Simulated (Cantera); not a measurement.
Input (Python, Cantera) and output of one run.

```python
import numpy as np
import cantera as ct

gas_names = [...]  # 110 gases of nasa_gas.yaml made of C, H, O
cond_names = """
    C(gr) C6H6(L) C7H8(L) C8H18(L),n-octa H2O(s) H2O(L)
""".split()


# ... load() reads the species with a 1 bar reference pressure and builds the phases ...
atoms = {
    'acetone': {'C': 3, 'H': 6, 'O': 1},
    'CO2': {'C': 1, 'O': 2},
}
top_T = {'C(gr)': 4500}  # K; cautious upper limits of use, not melting points


# ... equilibrate(T, P, feed) seeds the gas with the atoms and calls Mixture.equilibrate('TP', solver="vcs", rtol=1e-11, max_steps=5000) ...
results = []
feed = {'acetone': 1, 'CO2': 0.028}  # mol
T = 2300  # K
P = 560000  # Pa
mix = equilibrate(T, P, feed)
results.append((T, P, feed, dict(zip(mix.species_names, mix.species_moles))))
print(gas.report(threshold=1e-06))
for i in range(1, mix.n_phases):
    print(f"{mix.phase(i).name:16s} {mix.phase_moles(i):12.5e} mol")
```

Output:

```
       temperature   2300 K
          pressure   5.6e+05 Pa
           density   0.25944 kg/m^3
  mean mol. weight   8.8596 kg/kmol
   phase of matter   gas

                          1 kg             1 kmol
                     ---------------   ---------------
          enthalpy        4.2251e+06        3.7433e+07  J
   internal energy        2.0666e+06         1.831e+07  J
           entropy             22902         2.029e+05  J/K
    Gibbs function       -4.8449e+07       -4.2923e+08  J
 heat capacity c_p            4030.7             35710  J/K
 heat capacity c_v            3092.2             27396  J/K

                      mass frac. Y      mole frac. X     chem. pot. / RT
                     ---------------   ---------------   ---------------
               CH3        9.7997e-05        5.7746e-05           -30.857
               CH4         0.0011649        0.00064332           -40.119
                CO           0.82213           0.26004           -33.592
               CO2        1.4028e-05         2.824e-06           -64.112
    C2H2,acetylene         0.0093031         0.0031655           -24.668
   C2H2,vinylidene        3.4657e-06        1.1792e-06           -24.668
              C2H4        6.4656e-05        2.0419e-05           -43.191
              C4H2         3.165e-05        5.6015e-06           -30.812
                 H        0.00039823         0.0035001           -9.2617
               HCO        3.2999e-06        1.0075e-06           -42.854
                H2           0.16668           0.73251           -18.523
               H2O        9.0657e-05        4.4584e-05           -49.044
     [  +98 minor]        1.5854e-05        4.5356e-06

C(gr)             1.94334e+00 mol
```

Equilibrium computed with Cantera from the NASA thermochemical tables; the gas is ideal and each condensed phase is pure. The feed counts by its element totals alone.
